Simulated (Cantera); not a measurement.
Cantera run:

```python
import numpy as np
import cantera as ct

gas_names = """
    C CO COS CO2 CS CS2 C2 C2O C3 C3O2 C4 C5 Mg MgO MgS Mg2 O O2 O3 S SO SO2 SO3 S2 S2O S8
""".split()
cond_names = """
    C(gr) Mg(cr) Mg(L) MgCO3(s) MgO(s) MgO(L) MgS(s) MgSO4(s) MgSO4(L) S(cr1) S(cr2) S(L)
""".split()


# ... load() reads the species with a 1 bar reference pressure and builds the phases ...
atoms = {
    'MgCO3': {'Mg': 1, 'C': 1, 'O': 3},
    'SO3': {'S': 1, 'O': 3},
    'O2': {'O': 2},
}
top_T = {'C(gr)': 4500, 'MgS(s)': 2250}  # K; cautious upper limits of use, not melting points


# ... equilibrate(T, P, feed) seeds the gas with the atoms and calls Mixture.equilibrate('TP', solver="vcs", rtol=1e-11, max_steps=5000) ...
results = []
feed = {'MgCO3': 1, 'SO3': 0.21, 'O2': 0.38}  # mol
T = 1100  # K
P = 100000  # Pa
mix = equilibrate(T, P, feed)
results.append((T, P, feed, dict(zip(mix.species_names, mix.species_moles))))
x = sorted(zip(gas.X, gas.species_names), reverse=True)
print(f"T = {T:g} K  P = {P:g} Pa  gas = {mix.phase_moles(0):.4g} mol")
print("   x: " + "  ".join(f"{s} {v:.3e}" for v, s in x if v > 0.001))
print("   condensed (mol): " + ("  ".join(f"{mix.phase(i).name} {mix.phase_moles(i):.4g}"
      for i in range(1, mix.n_phases) if mix.phase_moles(i) > 1e-12) or "none"))
```

Result:

```
T = 1100 K  P = 100000 Pa  gas = 1.381 mol
   x: CO2 7.242e-01  O2 2.754e-01
   condensed (mol): MgO(s) 0.7906  MgSO4(s) 0.2094
```

These are equilibrium values from Cantera (NASA tables, ideal gas, pure condensed phases), not measurements of a reactor. Mutual solubility and eutectic melting of coexisting phases are not modelled.
